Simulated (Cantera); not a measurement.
Cantera run:

```python
import numpy as np
import cantera as ct

gas_names = """
    B BH BH2 BH3 BN BO BO2 B2 B2O B2O2 B2O3 B3O3H3 H HBO HBO2 HNO HNO2 HNO3 HO2 H2 H2O H2O2 H3B3O6 N NH
    NH2 NH3 NH2OH NO NO2 NO3 N2 N2H2 N2H4 N2O O OH O2 O3
""".split()
cond_names = """
    B(b) B(L) BN(s) B2O3(L) B3O3H3(cr) H2O(s) H2O(L)
""".split()


def load(file, names, dense=False):
    # The tables refer to 1 bar. Condensed volumes are neglected.
    table = {s.name: s for s in ct.Species.list_from_file(file)}
    out = []
    for n in names:
        d = dict(table[n].input_data)
        d["thermo"] = dict(d["thermo"], **{"reference-pressure": 1e5})
        if dense:
            d["equation-of-state"] = {"model": "constant-volume", "density": "1e6 g/cm^3"}
        out.append(ct.Species.from_dict(d))
    return out


gas = ct.Solution(thermo="ideal-gas", species=load("nasa_gas.yaml", gas_names))
cond = {s.name: ct.Solution(thermo="fixed-stoichiometry", species=[s], name=s.name)
        for s in load("nasa_condensed.yaml", cond_names, dense=True)}
atoms = {
    'B2O3': {'B': 2, 'O': 3},
    'NH3': {'N': 1, 'H': 3},
    'H2': {'H': 2},
}
top_T = {'BN(s)': 3200}  # K; cautious upper limits of use, not melting points


def equilibrate(T, P, feed):
    n = {}
    for name, mol in feed.items():
        for a, k in atoms[name].items():
            n[a] = n.get(a, 0.0) + k * mol
    gas.TPX = T, P, n
    mass = sum(n.values()) * gas.mean_molecular_weight
    gas.equilibrate("TP")
    valid = [c for c in cond.values() if c.min_temp <= T <= top_T.get(c.name, c.max_temp)]
    mix = ct.Mixture([(gas, mass / gas.mean_molecular_weight)] + [(c, 0.0) for c in valid])
    mix.T, mix.P = T, P
    mix.equilibrate("TP", solver="vcs", rtol=1e-11, max_steps=5000)
    return mix


results = []
feed = {'B2O3': 1, 'NH3': 0.8, 'H2': 1.2}  # mol
T = 1250  # K
P = 7900  # Pa
mix = equilibrate(T, P, feed)
results.append((T, P, feed, dict(zip(mix.species_names, mix.species_moles))))
x = sorted(zip(gas.X, gas.species_names), reverse=True)
print(f"T = {T:g} K  P = {P:g} Pa  gas = {mix.phase_moles(0):.4g} mol")
print("   x: " + "  ".join(f"{s} {v:.3e}" for v, s in x if v > 1e-06))
print("   condensed (mol): " + ("  ".join(f"{mix.phase(i).name} {mix.phase_moles(i):.4g}"
      for i in range(1, mix.n_phases) if mix.phase_moles(i) > 1e-12) or "none"))
```

Output:

```
T = 1250 K  P = 7900 Pa  gas = 2.799 mol
   x: H2 8.557e-01  N2 1.423e-01  H2O 1.671e-03  HBO2 2.392e-04  HBO 1.035e-05  NH3 3.602e-06  H 1.591e-06
   condensed (mol): BN(s) 0.003331  B2O3(L) 0.998
```

Equilibrium computed with Cantera from the NASA thermochemical tables; the gas is ideal and each condensed phase is pure. Mutual solubility and eutectic melting of coexisting phases are not modelled. Gases not in the tables: H3BO3.
